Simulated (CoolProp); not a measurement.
Properties of ethanol along the isobar 101 kPa (Tc = 241.6 °C, pc = 6268 kPa, ω = 0.644).

Values from CoolProp's reference Helmholtz-energy equation of state, Schroeder 2014.

| T (°C) | phase | cp (kJ/(kg K)) | Joule-Thomson coefficient (K/MPa) | viscosity (µPa s) | fugacity coefficient |
|---|---|---|---|---|---|
| 210.25 | gas | 2.053 | 13.52 | 14.3 | 0.9935 |
| 220.75 | gas | 2.082 | 12.22 | 14.6 | 0.9942 |
| 231.35 | gas | 2.111 | 11.06 | 14.9 | 0.9947 |
| 241.85 | gas | 2.139 | 10.05 | 15.2 | 0.9952 |
| 252.35 | gas | 2.168 | 9.143 | 15.5 | 0.9957 |
| 262.85 | gas | 2.195 | 8.340 | 15.8 | 0.9961 |
| 273.35 | gas | 2.223 | 7.625 | 16.1 | 0.9964 |
| 283.85 | gas | 2.250 | 6.985 | 16.4 | 0.9967 |
| 294.35 | gas | 2.277 | 6.412 | 16.7 | 0.9970 |
| 304.85 | gas | 2.303 | 5.898 | 16.9 | 0.9973 |
| 315.35 | gas | 2.329 | 5.436 | 17.2 | 0.9975 |
| 325.85 | gas | 2.355 | 5.018 | 17.5 | 0.9977 |
| 336.35 | gas | 2.380 | 4.642 | 17.8 | 0.9979 |
| 346.85 | gas | 2.405 | 4.301 | 18.1 | 0.9980 |

Viscosity comes from a separate model (Kiselev 2005).
